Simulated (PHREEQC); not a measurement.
Alkaline etch or developer (model solution)

A solution holds 0.05 mol TMAH and 0.00036 mol K3PO4 per kg of water, at 25 °C. Closed to the air; pH follows from the charge balance.

Model: ion-association model, wateq4f.dat, run in PHREEQC.

Precipitation was switched off in this run.

Estimate the pH.

pH 12.61.

In which forms is P present?

PO4-3 83 %, HPO4-2 17 % of the P.

(CH3)4N+ isn't in the database: it is added as a free cation with an ion size of 4 Å. H3PO4, which wateq4f.dat lacks, is added to it with the constant of phreeqc.dat.
